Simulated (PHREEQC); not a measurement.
A column of 0.1 m (40 cells, dispersivity 0.0035 m, 300 s a shift, diffusion coefficient 3e-10 m²/s) holds 0.00028 eq of the database's cation exchanger X per kg of pore water, first in equilibrium with 0.0014 mol MnCl2, 0.048 mol KBr and 1e-05 mol HCl per kg of water. It is flushed with 0.35 mmol/kgw KBr and 0.01 mmol/kgw HCl, at 25 °C. Values are for the last cell. The system is closed to CO2. Nothing may precipitate in this run.

Base run: PHREEQC, ion-association model, phreeqc.dat. Each further column changes one thing. The table gives Mn in solution (mol/kgw).

```
pore volumes      base  exchange capacity from 0.00028 to 0.00014 eq/kgw  dispersivity from 0.0035 to 0.007 m
------------  --------  ------------------------------------------------  -----------------------------------
0              0.00140                                           0.00140                              0.00140
0.5125         0.00139                                           0.00139                              0.00133
1.012         0.000553                                          0.000574                             0.000548
1.512          2.68e-5                                           3.71e-5                              8.89e-5
2.013          1.09e-6                                           1.86e-6                              7.94e-6
2.513          6.40e-7                                           1.12e-6                              1.47e-6
3.013          6.32e-7                                           1.13e-6                              8.95e-7
3.513          6.40e-7                                           1.17e-6                              8.30e-7
4.013          6.48e-7                                           1.21e-6                              8.32e-7
```
